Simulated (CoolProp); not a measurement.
Values from CoolProp's reference Helmholtz-energy equation of state, Thol 2018.

Task: For hydrogen chloride, give the phase and the speed of sound (m/s), Joule-Thomson coefficient (K/MPa) at 370.8 K and 0.263 MPa; 370.8 K and 46.8 MPa.

Result: 
- 370.8 K and 0.263 MPa: gas; speed of sound 343, Joule-Thomson coefficient 9.69
- 370.8 K and 46.8 MPa: supercritical; speed of sound 671, Joule-Thomson coefficient 0.164
